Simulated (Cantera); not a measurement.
Charge: 1 mol SiH₄, a varied amount of N₂, at 725 °C and 13.3 mbar.

Cantera equilibrium calculation (NASA polynomials, part measured and part estimated; ideal gas, pure solids and liquids). Candidate condensed phases: Si, Si₃N₄; 18 gas species. N₂ is the only nitrogen source here; it is nearly inert below about 1500 K, so the nitride shown seldom forms there in practice. Rates play no part.

Which condensed phases are stable at each of these points (n(N₂) (mol)): 0.21, 0.3, 0.42, 0.6, 0.86, 1.2, 1.7, 2.5, 3.5, 5, 7.2, 10, 15?


| n(N₂) (mol) | condensed phases | Si condensed (%) |
|---|---|---|
| 0.21 | Si(s) + Si₃N₄(s) | 100.0 |
| 0.3 | Si(s) + Si₃N₄(s) | 100.0 |
| 0.42 | Si(s) + Si₃N₄(s) | 100.0 |
| 0.6 | Si(s) + Si₃N₄(s) | 100.0 |
| 0.86 | Si₃N₄(s) | 100.0 |
| 1.2 | Si₃N₄(s) | 100.0 |
| 1.7 | Si₃N₄(s) | 100.0 |
| 2.5 | Si₃N₄(s) | 100.0 |
| 3.5 | Si₃N₄(s) | 100.0 |
| 5 | Si₃N₄(s) | 100.0 |
| 7.2 | Si₃N₄(s) | 100.0 |
| 10 | Si₃N₄(s) | 100.0 |
| 15 | Si₃N₄(s) | 100.0 |

From 0.21 mol N₂ to 0.6 mol N₂ the condensed part is Si(s) + Si₃N₄(s). From 0.86 mol N₂ to 15 mol N₂ the condensed part is Si₃N₄(s).
